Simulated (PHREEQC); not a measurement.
A made-up water analysis in mg/kgw, 25 °C, pH 6.36, pe 9.1: Na 7.71; K 20.6; Ca 3.28; Mg 4.31; Cl 25.9; S(6) as SO4 9.52; Alkalinity as HCO3 26; O(0) (dissolved oxygen) 0.00475.

Cl is adjusted to close the charge balance.
Valence states are taken as typed.

Model: ion-association model, phreeqc.dat, run in PHREEQC.

Precipitation was switched off in this run.

Q: Estimate the specific conductance.

A: specific conductance 168 µS/cm.

Q: In which forms is S present?

A: SO4-2 96 %, MgSO4 2.7 %, CaSO4 1.0 % of the S.

Complexes and solids missing from the database can't appear.
